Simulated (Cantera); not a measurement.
Feed: 1 mol Al(CH3)3, 1.9 mol O2, 710 mol N2, 2 mol NH3, held at 673.15 K and 0.100 bar.

Method: chemical equilibrium by Gibbs-energy minimisation in Cantera with the NASA 1993 tables (ideal gas, pure condensed phases). The feed counts by its element totals alone. Equilibrium is a limit: real reactors are often held back by kinetics, nucleation or transport.

```tsv
species	before	after
N2	0.988	0.370
H2	0.00936	0.300
H2O	0.000793	0.157
CH4	0.000133	0.137
CO2	0.000810	0.0310
NH3	1.21e-6	0.000134
CO	0.000783	0.00485
Al2O3(s), mol	0.500	0.500
C(graphite), mol	1.76	1.23
```
Gas species are given as mole fractions.

Q: Which change was made?
A) temperature from 673.15 K to 1648 K
B) N2 from 710 to 2.8 mol
C) temperature from 673.15 K to 773.15 K
D) temperature from 673.15 K to 1000 K

A: B, N2 from 710 to 2.8 mol
